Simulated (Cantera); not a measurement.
An isothermal, constant-pressure homogeneous reactor starts with 2.99 % H₂, 9.33 % O₂, 87.7 % N₂, equivalence ratio 0.16, at 1073 K and 0.320 bar.

Model: GRI-Mech 3.0 (53 species, 325 reactions), integrated in Cantera.

x: mole fraction; the columns are a selection and need not sum to one.

```tsv
t (s)	x H₂	x O₂	x HO₂	x O	x H₂O	x H₂O₂	x NO
0.000700	0.0279	0.0923	…	0.000350	0.00145	1.83e-7	5.23e-10
0.00283	0.000220	0.0795	…	0.000137	0.0300	7.27e-7	4.49e-7
0.0114	2.05e-5	0.0795	…	8.62e-6	0.0303	1.74e-7	4.40e-7
0.0463	1.35e-6	0.0795	…	8.32e-7	0.0303	3.05e-8	4.35e-7
0.187	4.96e-8	0.0795	…	1.11e-7	0.0303	5.11e-9	4.40e-7
0.756	4.31e-9	0.0795	…	2.12e-8	0.0303	1.04e-9	4.46e-7
3.06	8.71e-10	0.0795	8.03e-10	4.84e-9	0.0303	2.45e-10	4.49e-7
12.4	2.35e-10	0.0795	5.00e-10	1.31e-9	0.0303	6.75e-11	4.48e-7
50.0	1.34e-10	0.0795	5.43e-10	6.72e-10	0.0303	3.50e-11	4.47e-7
```

Fill in the missing entries.


- 0.000700, x HO₂: 1.43e-5
- 0.00283, x HO₂: 6.42e-6
- 0.0114, x HO₂: 1.07e-6
- 0.0463, x HO₂: 1.22e-7
- 0.187, x HO₂: 1.50e-8
- 0.756, x HO₂: 2.86e-9
